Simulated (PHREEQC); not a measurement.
# Brine: speciation

Make-up at 25 °C: 0.25 mol/kgw NaCl and 5.8e-05 mol/kgw K2SO4. Closed to the air; pH follows from the charge balance.

The numbers come from PHREEQC with the ion-association model, wateq4f.dat.

No solid was allowed to form.

Question: Predict the activity of water.

Answer: activity of water 0.991.

Question: In which forms is S present?

Answer: SO4-2 75 %, NaSO4- 25 % of the S.
